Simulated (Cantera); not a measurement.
Input: 1 mol V₂O₃, 2600 mol H₂, 1.4 mol H₂O, at 0.133 bar.

Cantera equilibrium calculation (NASA polynomials, part measured and part estimated; ideal gas, pure solids and liquids). Candidate condensed phases: H₂O, V, VO, V₂O₃, V₂O₄, V₂O₅; 12 gas species. Mutual solubility and eutectic melting of coexisting phases are not modelled. VO: taken at fixed stoichiometry. Condensed phases not in the tables: the oxides between V₂O₃ and V₂O₅ other than VO₂. The numbers say what is thermodynamically allowed, not how fast it happens.

x: gas mole fraction; n: condensed amount in mol.

| T (K) | x H₂ | x H₂O | x H | n V₂O₃(s) | n VO(s) |
|---|---|---|---|---|---|
| 1050 | 0.999 | 0.000538 | ___ | 1.00 | 0 |
| 1075 | 0.999 | 0.000538 | ___ | 1.00 | 0 |
| 1100 | 0.999 | 0.000538 | ___ | 1.00 | 0 |
| 1125 | 0.999 | 0.000538 | ___ | 1.00 | 0 |
| 1150 | 0.999 | 0.000538 | ___ | 1.00 | 0 |
| 1175 | 0.999 | 0.000538 | ___ | 1.00 | 0 |
| 1200 | 0.999 | 0.000538 | ___ | 1.00 | 0 |
| 1225 | 0.999 | 0.000558 | ___ | 0.948 | 0.104 |
| 1250 | 0.999 | 0.000685 | ___ | 0.617 | 0.765 |
| 1275 | 0.999 | 0.000835 | ___ | 0.229 | 1.54 |

**Question.** Some entries are withheld; supply them.

**Answer.** 
- 1050, x H: 2.22e-8
- 1075, x H: 4.02e-8
- 1100, x H: 7.08e-8
- 1125, x H: 1.22e-7
- 1150, x H: 2.04e-7
- 1175, x H: 3.36e-7
- 1200, x H: 5.40e-7
- 1225, x H: 8.53e-7
- 1250, x H: 1.32e-6
- 1275, x H: 2.02e-6
